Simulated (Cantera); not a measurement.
## Gas activation for diamond growth

A perfectly stirred reactor is fed with 3.19 % CH4, 96.8 % H2, at 2670 Pa; it is held at 2625 K, and followed from long to short residence time.

Model: GRI-Mech 3.0 (53 species, 325 reactions), integrated in Cantera. GRI-Mech 3.0 stops at C3 and has no aromatics, soot or wall deposition, so with more carbon than oxygen in the feed, carbon stays in small species such as C2H2 where larger ones or solid carbon would form. Radical loss at walls, strong at low pressure, is not modelled.

| τ (s) | x CH4 | x H2 | x C2H6 | x CH2 | x C2H2 | x H | x C2H4 |
|---|---|---|---|---|---|---|---|
| 2.9 | 3.02e-6 | 0.764 | <1e-12 | 7.35e-6 | 0.0134 | 0.222 | 1.36e-7 |
| 1.1 | 4.82e-6 | 0.774 | 1.07e-12 | 1.04e-5 | 0.0134 | 0.212 | 1.51e-7 |
| 0.42 | 1.02e-5 | 0.796 | 4.38e-12 | 1.64e-5 | 0.0136 | 0.190 | 1.96e-7 |
| 0.16 | 3.34e-5 | 0.839 | 3.89e-11 | 2.85e-5 | 0.0140 | 0.146 | 3.53e-7 |
| 0.059 | 0.000157 | 0.890 | 6.41e-10 | 4.95e-5 | 0.0143 | 0.0948 | 9.75e-7 |
| 0.022 | 0.000584 | 0.920 | 6.67e-9 | 7.66e-5 | 0.0142 | 0.0640 | 2.98e-6 |
| 0.0085 | 0.00160 | 0.935 | 3.95e-8 | 0.000109 | 0.0135 | 0.0480 | 8.84e-6 |
| 0.0032 | 0.00386 | 0.944 | 1.83e-7 | 0.000148 | 0.0118 | 0.0376 | 2.62e-5 |
| 0.0012 | 0.00826 | 0.948 | 6.63e-7 | 0.000179 | 0.00881 | 0.0297 | 6.75e-5 |
| 0.00046 | 0.0151 | 0.951 | 1.62e-6 | 0.000176 | 0.00465 | 0.0224 | 0.000124 |
| 0.00017 | 0.0231 | 0.956 | 2.06e-6 | 0.000107 | 0.00108 | 0.0138 | 0.000116 |
x: mole fraction; the columns are a selection and need not sum to one.
